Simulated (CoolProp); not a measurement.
A single-stage vapour-compression cycle with propylene: evaporating at 257.15 K (dew point), condensing at 286.15 K (bubble point), superheat 10 K, subcooling 0 K, compressor efficiency 0.7, no pressure losses. Each further row changes one setting.

Computed with CoolProp (reference Helmholtz-energy equation of state, Lemmon 2013).

| case | cooling COP | pressure ratio | discharge temperature (K) | refrigerating effect (kJ/kg) | volumetric capacity (kJ/m³) |
|---|---|---|---|---|---|
| as stated | 5.40 | 2.41 | 315.5 | 345 | 2480 |
| evaporating temperature 262.15 K | 6.77 | 2.04 | 311.6 | 350 | 2950 |
| condensing temperature 281.15 K | 6.67 | 2.10 | 307.8 | 358 | 2570 |
| subcooling 5 K | 5.59 | 2.41 | 315.5 | 358 | 2570 |
| superheat 20 K | 5.38 | 2.41 | 325.9 | 361 | 2470 |
| compressor efficiency 0.6 | 4.63 | 2.41 | 321.5 | 345 | 2480 |
